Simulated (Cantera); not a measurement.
Input (Python, Cantera) and output of one run.

```python
import numpy as np
import cantera as ct

gas_names = [...]  # 114 gases of nasa_gas.yaml made of C, Fe, H, O
cond_names = """
    C(gr) C6H6(L) C7H8(L) C8H18(L),n-octa Fe(a) Fe(c) Fe(d) Fe(L) FeC5O5(L) FeO(s) FeO(L) Fe(OH)2(s)
    Fe(OH)3(s) Fe2O3(s) Fe3O4(s) H2O(s) H2O(L)
""".split()


# ... load() reads the species with a 1 bar reference pressure and builds the phases ...
atoms = {
    'Fe(CO)5': {'Fe': 1, 'C': 5, 'O': 5},
    'O2': {'O': 2},
    'H2': {'H': 2},
}
top_T = {'C(gr)': 4500, 'Fe2O3(s)': 1830, 'Fe3O4(s)': 1870}  # K; cautious upper limits of use, not melting points


# ... equilibrate(T, P, feed) seeds the gas with the atoms and calls Mixture.equilibrate('TP', solver="vcs", rtol=1e-11, max_steps=5000) ...
results = []
feed = {'Fe(CO)5': 1, 'O2': 1, 'H2': 0.16}  # mol
T = 950  # K
P = 17  # Pa
mix = equilibrate(T, P, feed)
results.append((T, P, feed, dict(zip(mix.species_names, mix.species_moles))))
print(gas.report(threshold=0.0001))
for i in range(1, mix.n_phases):
    print(f"{mix.phase(i).name:16s} {mix.phase_moles(i):12.5e} mol")
```

Output:

```
       temperature   950 K
          pressure   17 Pa
           density   6.6001e-05 kg/m^3
  mean mol. weight   30.666 kg/kmol
   phase of matter   gas

                          1 kg             1 kmol
                     ---------------   ---------------
          enthalpy       -4.7569e+06       -1.4588e+08  J
   internal energy       -5.0144e+06       -1.5377e+08  J
           entropy             10298        3.1581e+05  J/K
    Gibbs function        -1.454e+07        -4.459e+08  J
 heat capacity c_p            1215.4             37273  J/K
 heat capacity c_v            944.32             28959  J/K

                      mass frac. Y      mole frac. X     chem. pot. / RT
                     ---------------   ---------------   ---------------
                CO           0.69122           0.75678            -48.42
               CO2           0.30455           0.21222           -88.217
                H2         0.0017626          0.026811           -29.678
               H2O         0.0024653         0.0041966           -69.475
     [ +110 minor]        2.9771e-10        7.0284e-09

C(gr)             0.00000e+00 mol
Fe(a)             1.16689e-01 mol
FeC5O5(L)         0.00000e+00 mol
FeO(s)            8.83311e-01 mol
Fe(OH)2(s)        0.00000e+00 mol
Fe(OH)3(s)        0.00000e+00 mol
Fe2O3(s)          0.00000e+00 mol
Fe3O4(s)          0.00000e+00 mol
```

Method: chemical equilibrium by Gibbs-energy minimisation in Cantera with the NASA 1993 tables (ideal gas, pure condensed phases). The tables' stoichiometric FeO is somewhat more stable than real wüstite, so its field is too wide. FeO: taken at fixed stoichiometry.
